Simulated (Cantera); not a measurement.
What does this Cantera script print?

```python
import numpy as np
import cantera as ct

gas = ct.Solution("gri30.yaml")
gas.TPX = 1700, 101325, {'CH4': 1, 'CO': 0.052, 'O2': 3.9, 'N2': 14.6, 'H2O': 1}
reactor = ct.IdealGasConstPressureReactor(gas, energy="on", clone=False)
net = ct.ReactorNet([reactor])
net.rtol, net.atol = 1e-08, 1e-16
show = ['CH4', 'CO', 'O2', 'HCO', 'CH2O', 'C2H4']
times = np.geomspace(3e-06, 4, 12)

steps = ct.SolutionArray(gas, extra=["t"])
rows = []
print(f"{'t/s':>10s}{'T/K':>9s}{'P/Pa':>11s}" + "".join(f"{s:>11s}" for s in show))
for t in times:
    while net.time < t:
        t_next = net.step()
        steps.append(gas.state, t=t_next)
    rows.append([np.interp(t, steps.t, y) for y in (steps.T, steps.P, *steps(*show).X.T)])
    print(f"{t:10.3e}{rows[-1][0]:9.1f}{rows[-1][1]:11.4g}" + "".join(f"{x:11.3e}" for x in rows[-1][2:]))
rate = np.gradient(steps.T, steps.t)
print("integrator steps:", len(steps.t))
if steps.T.max() > steps.T[0] + 200:
    print(f"time of steepest temperature rise: {steps.t[rate.argmax()]:.4e} s")
gas.TPX = 1700, 101325, {'CH4': 1, 'CO': 0.052, 'O2': 3.9, 'N2': 14.6, 'H2O': 1}
gas.equilibrate("HP")
print(f"equilibrium (HP): T = {gas.T:.1f} K  " + "  ".join(f"{s} {gas[s].X[0]:.3e}" for s in show))
```

Output:

```
       t/s      T/K       P/Pa        CH4         CO         O2        HCO       CH2O       C2H4
 3.000e-06   1700.0  1.013e+05  4.865e-02  2.530e-03  1.898e-01  5.761e-12  9.528e-08  6.266e-11
 1.081e-05   1699.9  1.013e+05  4.863e-02  2.530e-03  1.898e-01  9.687e-11  1.661e-06  6.972e-09
 3.897e-05   1699.8  1.013e+05  4.849e-02  2.530e-03  1.897e-01  2.987e-09  3.104e-05  6.898e-07
 1.405e-04   1709.9  1.013e+05  4.469e-02  3.119e-03  1.872e-01  9.583e-07  1.012e-03  2.135e-04
 5.063e-04   2507.2  1.013e+05  3.420e-18  7.420e-03  8.900e-02  1.874e-09  9.440e-12  1.066e-27
 1.825e-03   2528.3  1.013e+05  3.114e-18  6.373e-03  8.820e-02  1.385e-09  7.907e-12  6.978e-28
 6.577e-03   2522.3  1.013e+05  2.999e-18  6.267e-03  8.607e-02  1.328e-09  7.663e-12  6.482e-28
 2.370e-02   2513.8  1.013e+05  2.839e-18  6.120e-03  8.309e-02  1.252e-09  7.332e-12  5.818e-28
 8.543e-02   2512.2  1.013e+05  2.809e-18  6.093e-03  8.254e-02  1.239e-09  7.272e-12  5.699e-28
 3.079e-01   2512.2  1.013e+05  2.809e-18  6.093e-03  8.254e-02  1.239e-09  7.272e-12  5.699e-28
 1.110e+00   2512.2  1.013e+05  2.809e-18  6.093e-03  8.254e-02  1.239e-09  7.272e-12  5.699e-28
 4.000e+00   2512.2  1.013e+05  2.809e-18  6.093e-03  8.254e-02  1.239e-09  7.272e-12  5.699e-28
integrator steps: 1610
time of steepest temperature rise: 1.9672e-04 s
equilibrium (HP): T = 2512.2 K  CH4 4.061e-18  CO 6.093e-03  O2 8.254e-02  HCO 1.239e-09  CH2O 7.272e-12  C2H4 6.907e-28
```

Cantera simulation using GRI-Mech 3.0 (53 species, 325 reactions); the numbers are that mechanism's predictions, not measurements.
